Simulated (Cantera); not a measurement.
Feed: 1 mol Si, 0.041 mol H2O, 0.74 mol N2, equilibrated at 1277 °C and 203 Torr.

Equilibrium computed with Cantera from the NASA thermochemical tables; the gas is ideal and each condensed phase is pure. Candidate condensed phases: H2O, Si, SiO2, Si2N2O, Si3N4; 35 gas species. Mutual solubility and eutectic melting of coexisting phases are not modelled. Kinetics and transport are ignored.

Base state: N2 0.680, H2 0.320, H 3.43e-5 (mole fractions); condensed: Si2N2O(s) + Si3N4(s).

What changes in the equilibrium state with this change: Si replaced by Fe2O3?


```csv
species,before,after
N2,0.680,0.884
O2,<1e-9,0.0657
H2O,4.56e-8,0.0490
H2,0.320,1.33e-6
NO,<1e-9,0.000918
OH,<1e-9,8.66e-5
H,3.43e-5,6.99e-8
"Si2N2O(s), mol",0.0410,0
"Si3N4(s), mol",0.306,0
"Fe2O3(s), mol",0,0.668
"Fe3O4(s), mol",0,0.221
```
Further candidate phases: Fe, FeO, Fe(OH)2, Fe(OH)3, Fe2O3, Fe3O4.
